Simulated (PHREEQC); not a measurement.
1.1 g of hydrous ferric oxide (600 m²/g; 0.2 weak and 0.005 strong sites per Fe, Dzombak-Morel constants, diffuse double layer) in 1 kg of water with 0.1 mol/kgw of an inert sodium salt and 0.93 mmol/kgw ZnCl2, at 25 °C; the pH is set by adding NaOH or the inert anion's acid. Oxygen is held at 0.21 atm. No CO2 enters from the air. Precipitation was switched off in this run.

All values are PHREEQC results (ion-association model, wateq4f.dat), not measurements.

Predict Zn sorbed (%), surface charge σ (C/m²) at pH = 4.5, 6.75, 7.12, 8.25, 9.


| pH | Zn sorbed (%) | surface charge σ (C/m²) |
|---|---|---|
| 4.5 | 0.8 | 0.274 |
| 6.75 | 62.6 | 0.085 |
| 7.12 | 81.2 | 0.074 |
| 8.25 | 99.2 | 0.029 |
| 9 | 99.7 | 0.003 |

The oxide is taken as insoluble; below pH 4 it would dissolve.
